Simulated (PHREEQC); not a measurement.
A solution holds 0.097 mol/kgw NH3 and 0.018 mol/kgw Na2SiO3, at 25 °C. Closed to the air; pH follows from the charge balance.

The numbers come from PHREEQC with the ion-association model, phreeqc.dat.

This is a speciation only: nothing precipitates in the calculation.

Q: Estimate the pH, ionic strength.

A: pH 12.12; ionic strength 0.0384 mol/kgw.

Q: In which forms is Si present?

A: H3SiO4- 87 %, H2SiO4-2 13 % of the Si.

Complexes and solids missing from the database can't appear.
